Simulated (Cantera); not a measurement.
**Thermodynamics of silicon etching in halogen gases, feed Si + HF + N2**

A closed system holds: 1 mol Si, 4.7 mol HF, 87 mol N2, equilibrated at 1123 K and 6.60 Pa.

These are equilibrium values from Cantera (NASA tables, ideal gas, pure condensed phases), not measurements of a reactor. Candidate condensed phases: Si, Si3N4; 37 gas species. Rates play no part.

```
Property                             Result
--------------------------------  ---------
x(N2)                                 0.959
x(H2)                                0.0220
x(SiF4)                              0.0110
x(HF)                               0.00773
x(SiF3)                             9.80e-6
gas amount                        90.70 mol
log10 activity of Si(s) (absent)      -8.37
```
